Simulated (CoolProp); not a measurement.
Aqueous propylene glycol as a coolant, at -8 °C, 1 atm.

Values from CoolProp's Melinder's fits for secondary coolants.

| mass % | freezing point (°C) | viscosity (mPa s) | conductivity (W/(m K)) | Prandtl number | density (kg/m³) |
|---|---|---|---|---|---|
| 24.5 | ? | 8.01 | 0.444 | 69.6 | 1027 |
| 29.8 | ? | 10.8 | 0.423 | 97.0 | 1034 |
| 35 | -16.3 | ? | 0.402 | 135 | 1040 |
| 40.3 | -20.9 | 19.8 | 0.382 | 187 | ? |
| 45.6 | -26.5 | ? | 0.362 | 256 | 1051 |

Question: What belongs in the gaps?

Answer: 
- 24.5, freezing point (°C): -9.5
- 29.8, freezing point (°C): -12.7
- 35, viscosity (mPa s): 14.7
- 40.3, density (kg/m³): 1046
- 45.6, viscosity (mPa s): 26.4
